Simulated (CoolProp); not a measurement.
Vapour-liquid equilibrium of propane (1) + isobutene (2) at 0.211 MPa; x and y are mole fractions of (1).

Model: multi-fluid Helmholtz-energy mixture model, Lemmon 2009 and Lemmon 2005; pair parameters Bell 2016, in CoolProp.

| x | bubble temperature (°C) | y at the bubble point | dew temperature at overall composition x (°C) | liquid density (mol/L) |
|---|---|---|---|---|
| 0.05 | 8.9 | 0.173 | 12.1 | 10.87 |
| 0.125 | 3.6 | 0.356 | 10.2 | 11.05 |
| 0.2 | -0.5 | 0.483 | 8.2 | 11.20 |
| 0.275 | -3.9 | 0.577 | 6.0 | 11.35 |
| 0.35 | -6.8 | 0.653 | 3.8 | 11.49 |
| 0.425 | -9.3 | 0.715 | 1.4 | 11.62 |
| 0.5 | -11.6 | 0.769 | -1.1 | … |
| 0.575 | -13.8 | 0.816 | -3.8 | … |
| 0.65 | -15.8 | … | -6.7 | 12.03 |
| 0.725 | … | … | -9.7 | 12.17 |
| 0.8 | -19.6 | 0.930 | -13.0 | … |
| 0.875 | -21.3 | 0.959 | -16.6 | 12.45 |
| 0.95 | -23.0 | … | -20.7 | … |

Question: Some entries are withheld; supply them.

Answer: 
- 0.5, liquid density (mol/L): 11.76
- 0.575, liquid density (mol/L): 11.90
- 0.65, y at the bubble point: 0.858
- 0.725, bubble temperature (°C): -17.7
- 0.725, y at the bubble point: 0.896
- 0.8, liquid density (mol/L): 12.31
- 0.95, y at the bubble point: 0.985
- 0.95, liquid density (mol/L): 12.59

No azeotrope shows between x = 0.05 and 0.95.

The pair parameters rest on a limited set of measurements; away from them the model extrapolates.
